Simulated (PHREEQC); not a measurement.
A PHREEQC input (ion-association model, phreeqc.dat):

```
SOLUTION 1
  temp 35
  units mg/L
  pH 6.36
  pe 8.9
  Na 3.8
  K 7
  Ca 2.74
  Mg 0.0524
  Cl 1.26
  S(6) 16.5 as SO4
  Alkalinity 5.37 as HCO3 charge
  Zn 0.006
  F 0.00473
END
USE solution 1
EQUILIBRIUM_PHASES 1
  Gypsum 0 0
  Fluorite 0 0
  CO2(g) -2.5 10
END
```

It stops with these messages:

```
ERROR: Alkalinity cannot be used with charge balance or solution phase boundary constraints.
ERROR: Program terminating due to input errors.
```

The fault: charge balance asked on alkalinity. The line should read `as HCO3` where the input has `as HCO3 charge`. With the mend the run ends at pH 6.32 and ionic strength 0.000711 mol/kgw.
